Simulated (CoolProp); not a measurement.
Computed with CoolProp (reference Helmholtz-energy equation of state, Thol 2015).

Question: For octamethylcyclotetrasiloxane (D4), give the phase and the cp (kJ/(kg K)), Joule-Thomson coefficient (K/MPa) at 272.95 °C and 0.492 MPa.

Answer: 
- 272.95 °C and 0.492 MPa: gas; cp 1.98, Joule-Thomson coefficient 15.5
